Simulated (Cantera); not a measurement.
Input (Python, Cantera):

```python
import numpy as np
import cantera as ct

gas = ct.Solution("gri30.yaml", transport_model="multicomponent")
show = ['N2', 'NO', 'H2O']

rows = []
print(f"{'T/K':>7s}{'rho':>11s}{'cp':>10s}{'mu':>11s}{'lambda':>11s}{'Pr':>7s}" + "".join(f"{'D_' + s:>11s}" for s in show))
for T in [400, 550, 700, 850, 1000, 1150, 1300, 1450, 1600]:
    gas.TPX = T, 120, {'NH3': 0.59, 'CO2': 0.061}
    Pr = gas.cp_mass * gas.viscosity / gas.thermal_conductivity
    D = [gas.mix_diff_coeffs_mole[gas.species_index(s)] for s in show]
    rows.append([gas.density, gas.cp_mass, gas.viscosity, gas.thermal_conductivity, Pr, *D])
    print(f"{T:7g}{gas.density:11.4e}{gas.cp_mass:10.1f}{gas.viscosity:11.4e}"
          f"{gas.thermal_conductivity:11.4e}{Pr:7.3f}" + "".join(f"{d:11.4e}" for d in D))
print("SI units: kg/m3, J/kg/K, Pa s, W/m/K, m2/s")
```

It prints:

```
    T/K        rho        cp         mu     lambda     Pr       D_N2       D_NO      D_H2O
    400 7.0572e-04    1988.7 1.4827e-05 4.2057e-02  0.701 3.1012e-02 3.0589e-02 2.9001e-02
    550 5.1325e-04    2244.8 2.0293e-05 6.5033e-02  0.700 5.5524e-02 5.4764e-02 5.5576e-02
    700 4.0327e-04    2482.3 2.5498e-05 9.0297e-02  0.701 8.5251e-02 8.4084e-02 9.0039e-02
    850 3.3210e-04    2686.1 3.0403e-05 1.1641e-01  0.702 1.1966e-01 1.1802e-01 1.3169e-01
   1000 2.8229e-04    2879.6 3.5020e-05 1.4364e-01  0.702 1.5836e-01 1.5619e-01 1.7996e-01
   1150 2.4547e-04    3044.0 3.9377e-05 1.7067e-01  0.702 2.0108e-01 1.9833e-01 2.3437e-01
   1300 2.1714e-04    3189.6 4.3503e-05 1.9753e-01  0.702 2.4760e-01 2.4421e-01 2.9454e-01
   1450 1.9468e-04    3318.0 4.7425e-05 2.2400e-01  0.702 2.9774e-01 2.9366e-01 3.6012e-01
   1600 1.7643e-04    3430.7 5.1167e-05 2.4992e-01  0.702 3.5136e-01 3.4654e-01 4.3084e-01
SI units: kg/m3, J/kg/K, Pa s, W/m/K, m2/s
```

Detailed kinetics in Cantera: GRI-Mech 3.0 (53 species, 325 reactions). Polar gases are described roughly by these parameters. The composition is frozen, though it would react at the higher temperatures.
